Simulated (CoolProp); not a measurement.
A single-stage vapour-compression cycle with R1132(E): evaporating at 258.15 K (dew point), condensing at 280.15 K (bubble point), superheat 8 K, subcooling 8 K, compressor efficiency 0.8, no pressure losses. Each further row changes one setting.

The numbers come from the reference Helmholtz-energy equation of state, Akasaka 2024 in CoolProp.

```tsv
case	cooling COP	pressure ratio	discharge temperature (K)	refrigerating effect (kJ/kg)	volumetric capacity (kJ/m³)
as stated	8.77	2.03	303.5	253	4010
evaporating temperature 263.15 K	11.8	1.71	299.7	256	4780
condensing temperature 275.15 K	11.6	1.75	295.4	262	4140
subcooling 13 K	9.07	2.03	303.5	262	4140
superheat 18 K	8.67	2.03	314.0	263	3960
compressor efficiency 0.7	7.68	2.03	307.3	253	4010
```
